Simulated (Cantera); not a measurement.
Input: 1 mol PbO, 0.13 mol H₂, held at 1075 K and 33.0 mbar.

Equilibrium computed with Cantera from the NASA thermochemical tables; the gas is ideal and each condensed phase is pure. Candidate condensed phases: H₂O, Pb, PbO, PbO₂, Pb₃O₄; 12 gas species. Mutual solubility and eutectic melting of coexisting phases are not modelled. Kinetics and transport are ignored.

Base state: H₂O 0.997, Pb 0.00230, H₂ 0.000190, PbO 9.34e-5 (mole fractions); condensed: Pb(l) + PbO(yellow).

What changes in the equilibrium state with this change: temperature from 1075 K to 1298 K?


| species | before | after |
|---|---|---|
| H₂O | 0.997 | 0.909 |
| Pb | 0.00230 | 0.0775 |
| PbO | 9.34e-5 | 0.0132 |
| H₂ | 0.000190 | 0.000437 |
| Pb(l), mol | 0.130 | 0.119 |
| PbO(yellow), mol | 0.870 | 0 |
| PbO(l), mol | 0 | 0.868 |
Each liquid is taken as pure. Gases not in the tables: (PbO)n polymers.

What changes in the equilibrium state with this change: pressure from 33.0 mbar to 1.00 bar?


```tsv
species	before	after
H₂O	0.997	1.000
H₂	0.000190	0.000190
Pb	0.00230	7.59e-5
PbO	9.34e-5	3.08e-6
Pb(l), mol	0.130	0.130
PbO(yellow), mol	0.870	0.870
```
